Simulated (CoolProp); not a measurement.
A single-stage vapour-compression cycle with cis-2-butene: evaporating at 326.15 K (dew point), condensing at 359.15 K (bubble point), superheat 0 K, subcooling 0 K, compressor efficiency 0.9, no pressure losses. Each further row changes one setting.

Computed with CoolProp (reference Helmholtz-energy equation of state, Lemmon 2005). It is a short technical equation, of lower accuracy than the large ones.

```csv
case,cooling COP,pressure ratio,discharge temperature (K),refrigerating effect (kJ/kg),volumetric capacity (kJ/m³)
as stated,7.45,2.19,359.6,278,3150
evaporating temperature 331.15 K,9.10,?,?,284,3640
condensing temperature 354.15 K,9.04,?,354.6,291,3290
subcooling 5 K,?,2.19,359.6,291,3290
superheat 10 K,?,2.19,369.0,295,3200
compressor efficiency 0.8,?,2.19,?,278,3150
```

Task: Some entries are withheld; supply them.

Result: 
- evaporating temperature 331.15 K, pressure ratio: 1.93
- evaporating temperature 331.15 K, discharge temperature (K): 359.4
- condensing temperature 354.15 K, pressure ratio: 1.97
- subcooling 5 K, cooling COP: 7.80
- superheat 10 K, cooling COP: 7.54
- compressor efficiency 0.8, cooling COP: 6.62
- compressor efficiency 0.8, discharge temperature (K): 361.8
